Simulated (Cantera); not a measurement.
A closed system holds: 1 mol Si₃H₈, 0.0075 mol Cl₂, 230 mol H₂, at 1050 K and 130000 Pa.

These are equilibrium values from Cantera (NASA tables, ideal gas, pure condensed phases), not measurements of a reactor. Candidate condensed phases: Si; 19 gas species. The feed counts by its element totals alone. Rates play no part.

Problem. What is the equilibrium state?

Solution. 
```json
{
  "x(H₂)": "1.000",
  "x(HCl)": "6.37e-5",
  "n(Si(s))": "3.00 mol",
  "gas_amount": "234.0 mol"
}
```
